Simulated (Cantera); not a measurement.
A closed system holds: 1 mol CH3SiH3, 0.0046 mol C3H8, 270 mol H2, held at 1000 Pa.

These are equilibrium values from Cantera (NASA tables, ideal gas, pure condensed phases), not measurements of a reactor. Candidate condensed phases: C, C6H6, C7H8, C8H18, Si, SiC; 87 gas species. The feed counts by its element totals alone. Kinetics and transport are ignored. All values below are at 2202 °C.

Base state: H2 0.795, H 0.201, Si 0.00305, C2H2 (acetylene) 0.00148, SiC2 0.000141, SiH 7.46e-5, C2H 2.55e-5 (mole fractions); condensed: gas only.

Problem. What changes in the equilibrium state with this change: pressure from 1000 Pa to 13300 Pa?

Solution. 
```json
[
 {"species": "H2", "before": "0.795", "after": "0.935"},
 {"species": "H", "before": "0.201", "after": "0.0596"},
 {"species": "Si", "before": "0.00305", "after": "0.00289"},
 {"species": "SiH", "before": "7.46e-5", "after": "0.000281"},
 {"species": "SiH2", "before": "5.75e-6", "after": "8.57e-5"},
 {"species": "Si2C", "before": "6.15e-6", "after": "7.11e-5"},
 {"species": "C2H", "before": "2.55e-5", "after": "7.01e-6"},
 {"species": "SiC2", "before": "0.000141", "after": "0.000124"},
 {"species": "C2H2 (acetylene)", "before": "0.00148", "after": "0.00162"}
]
```
Gases not in the tables: Si2H6 and higher silanes.
